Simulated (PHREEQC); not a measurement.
A solution holds 8.7 mmol/kgw NaOH, 11 mmol/kgw K2SiO3 and 1.4 mmol/kgw K3PO4, at 25 °C. Closed to the air; pH follows from the charge balance.

All values are PHREEQC results (ion-association model, phreeqc.dat), not measurements.

The ionic strength comes out as 0.0396 mol/kgw. What activity coefficients do OH-, PO4-3, HPO4-2, H3SiO4-, KHPO4- get?

OH- 0.83, PO4-3 0.19, HPO4-2 0.49, H3SiO4- 0.83, KHPO4- 0.84.

This is a speciation only: nothing precipitates in the calculation.
